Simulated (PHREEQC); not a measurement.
# Reverse-osmosis permeate

Synthetic water in mg/kgw, 75 °C, pH 6.42, pe 8.4: Na 1.57; K 0.224; Ca 0.511; Mg 2.05; Cl 7.23; S(6) as SO4 0.422; Alkalinity as HCO3 3.27; Ba 0.0438; O(0) (dissolved oxygen) 0.0563; Cu(2) 0.0241.

Valence states are taken as typed.

The numbers come from PHREEQC with the ion-association model, wateq4f.dat.

Each row changes one thing in this solution. Precipitation was switched off in this run.

```csv
case,HCO3- (mol/kgw),CO2 (mol/kgw),SO4-2 (mol/kgw),Cu+2 (mol/kgw),MgSO4 (mol/kgw),MgHCO3+ (mol/kgw),SI of Tenorite (CuO),SI of Cu(OH)2 (Cu(OH)2)
as made,5.32e-5,4.14e-5,4.17e-6,3.04e-7,2.04e-7,7.30e-8,+0.27,-0.75
temperature from 75 to 85 °C at the same typed pH,…,4.46e-5,4.13e-6,3.01e-7,2.42e-7,8.18e-8,+0.53,-0.49
all concentrations times 4 at the same typed pH,0.000212,0.000162,1.50e-5,1.04e-6,2.43e-6,…,+0.76,-0.26
Na from 1.57 to 3.14 mg/kgw,5.32e-5,4.14e-5,4.17e-6,…,2.02e-7,7.26e-8,+0.26,-0.75
pH from 6.42 to 6.72 at the same alkalinity,5.22e-5,2.04e-5,4.17e-6,2.19e-7,2.04e-7,7.16e-8,+0.72,-0.30
```

Task: Complete the blanks.

Result: 
- temperature from 75 to 85 °C at the same typed pH, HCO3- (mol/kgw): 5.28e-5
- all concentrations times 4 at the same typed pH, MgHCO3+ (mol/kgw): 1.06e-6
- Na from 1.57 to 3.14 mg/kgw, Cu+2 (mol/kgw): 3.05e-7

Some of these states are supersaturated (in Tenorite (slow to form), Malachite, for instance). Away from 25 °C the constants follow the database's enthalpies or fits; those with neither stay at their 25 °C values. The database's constant for dissolved Cu(OH)2 is higher than later reviews accept.
